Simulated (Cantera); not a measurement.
**Thermodynamics of chemical vapour transport, feed Fe₃O₄ + Cl₂**

Charge: 1 mol Fe₃O₄, 0.93 mol Cl₂, at 101000 Pa.

Method: chemical equilibrium by Gibbs-energy minimisation in Cantera with the NASA 1993 tables (ideal gas, pure condensed phases). Candidate condensed phases: Fe, FeCl₂, FeCl₃, FeO, Fe₂O₃, Fe₃O₄; 13 gas species. Equilibrium is a limit: real reactors are often held back by kinetics, nucleation or transport.

```csv
T (K),x Cl₂,x FeCl₃,x FeCl₂,x O₂,x Fe₂Cl₆,x Cl,n Fe₂O₃(s)
923,0.665,0.152,0.000218,0.000415,0.182,9.05e-5,1.33
973,0.642,0.213,0.000652,0.000912,0.143,0.000204,1.33
1023,0.618,0.274,0.00167,0.00195,0.104,0.000424,1.33
1073,0.594,0.327,0.00370,0.00409,0.0702,0.000824,1.33
1123,0.571,0.367,0.00735,0.00840,0.0451,0.00150,1.33
1173,0.544,0.395,0.0134,0.0164,0.0284,0.00260,1.33
1223,0.510,0.414,0.0231,0.0298,0.0180,0.00425,1.32
1273,0.466,0.428,0.0382,0.0490,0.0115,0.00658,1.31
1323,0.413,0.434,0.0610,0.0733,0.00743,0.00969,1.29
1373,0.355,0.430,0.0938,0.101,0.00474,0.0136,1.28
1423,0.296,0.412,0.138,0.131,0.00292,0.0183,1.26
1473,0.239,0.379,0.194,0.160,0.00171,0.0236,1.24
1523,0.186,0.333,0.259,0.189,0.000935,0.0292,1.21
1573,0.141,0.278,0.329,0.215,0.000474,0.0348,1.19
```
x: gas mole fraction; n: condensed amount in mol.

From 923 K to 1573 K the condensed part is Fe₂O₃(s). The main Fe-bearing gas is Fe₂Cl₆ at 923 K and FeCl₂ at 1573 K.
